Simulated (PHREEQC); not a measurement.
Make-up at 65 °C: 0.011 mol NH4HF2, 0.00011 mol (NH4)2SiF6 and 0.043 mol HBF4 per kg of water. Closed to the air; pH follows from the charge balance.

All values are PHREEQC results (ion-association model, phreeqc.dat), not measurements.

```json
[
 {"quantity": "pH", "before": "1.57", "after": "3.41"},
 {"quantity": "ionic strength (mol/kgw)", "before": "0.0426", "after": "0.0541"},
 {"quantity": "HF (mol/kgw)", "before": "0.0278", "after": "0.0447"},
 {"quantity": "F- (mol/kgw)", "before": "0.000402", "after": "0.0449"},
 {"quantity": "HF2- (mol/kgw)", "before": "4.92e-5", "after": "0.00883"},
 {"quantity": "H4SiO4 (mol/kgw)", "before": "1.39e-6", "after": "1.63e-11"},
 {"quantity": "SI of Quartz (SiO2)", "before": "-2.39", "after": "-7.32"}
]
```

Q: Which change was made?
A) NH4HF2 from 0.011 to 0.0022 mol/kgw
B) HBF4 replaced by NaHF2 at the same molality
C) diluted 5-fold with water
D) (NH4)2SiF6 from 0.00011 to 1.1e-05 mol/kgw
E) NH4HF2 from 0.011 to 0.0121 mol/kgw

A: B, HBF4 replaced by NaHF2 at the same molality

This is a speciation only: nothing precipitates in the calculation. Constants without temperature data keep their 25 °C values here. SiF6-2 is the database's only silicon fluoride. Real BF4- forms and hydrolyses slowly; the run takes it at equilibrium.
